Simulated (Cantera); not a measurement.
A perfectly stirred reactor is fed with H₂ : O₂ : N₂ = 0.036 : 1 : 0.58 (molar parts), at 20.0 Torr; it is held at 1298 K, and followed from long to short residence time.

Computed with Cantera and the H2/O2 subset of GRI-Mech 3.0, which has no nitrogen chemistry. Radical loss at walls, strong at low pressure, is not modelled.

Task: What does this change do: H2 0.036 to 0.011 parts?

Result: 
| quantity | before | after |
|---|---|---|
| x(H₂) at τ = 1.50 s | 4.36e-5 | 1.67e-5 |
| x(O₂) at τ = 1.50 s | 0.613 | 0.626 |
| x(H₂O₂) at τ = 1.50 s | 2.95e-8 | 1.05e-8 |
| x(OH) at τ = 1.50 s | 0.000598 | 0.000283 |
| x(H₂O) at τ = 1.50 s | 0.0221 | 0.00677 |
| x(H₂) at τ = 63.0 ms | 0.000270 | 0.000109 |
| x(O₂) at τ = 63.0 ms | 0.608 | 0.624 |
| x(H₂O₂) at τ = 63.0 ms | 5.81e-8 | 2.10e-8 |
| x(OH) at τ = 63.0 ms | 0.00151 | 0.000649 |
| x(H₂O) at τ = 63.0 ms | 0.0211 | 0.00641 |

Task: What does this change do: N2 0.58 to 2.9 parts?

Result: 
```tsv
quantity	before	after
x(H₂) at τ = 1.50 s	4.36e-5	3.05e-5
x(O₂) at τ = 1.50 s	0.613	0.250
x(H₂O₂) at τ = 1.50 s	2.95e-8	1.31e-8
x(OH) at τ = 1.50 s	0.000598	0.000332
x(H₂O) at τ = 1.50 s	0.0221	0.00896
x(H₂) at τ = 63.0 ms	0.000270	0.000181
x(O₂) at τ = 63.0 ms	0.608	0.248
x(H₂O₂) at τ = 63.0 ms	5.81e-8	2.46e-8
x(OH) at τ = 63.0 ms	0.00151	0.000765
x(H₂O) at τ = 63.0 ms	0.0211	0.00835
```
